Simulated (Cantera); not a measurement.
Feed: 1 mol SiO2, 0.94 mol CO, 0.99 mol H2, 0.34 mol CH4, at 800 K and 0.00320 bar.

Method: chemical equilibrium by Gibbs-energy minimisation in Cantera with the NASA 1993 tables (ideal gas, pure condensed phases). Candidate condensed phases: C, C6H6, C7H8, C8H18, H2O, Si, SiC, SiO2; 123 gas species. Equilibrium is a limit: real reactors are often held back by kinetics, nucleation or transport.

Base state: H2 0.651, CO 0.304, CO2 0.0291, H2O 0.0148, CH4 0.00182 (mole fractions); condensed: C(graphite) + SiO2(α-quartz).

Q: What changes in the equilibrium state with this change: pressure from 0.00320 bar to 0.390 bar?

A: 
```tsv
species	before	after
H2	0.651	0.471
H2O	0.0148	0.238
CO2	0.0291	0.118
CO	0.304	0.0554
CH4	0.00182	0.116
C(graphite), mol	0.445	0.766
SiO2(α-quartz), mol	1.00	1.00
```
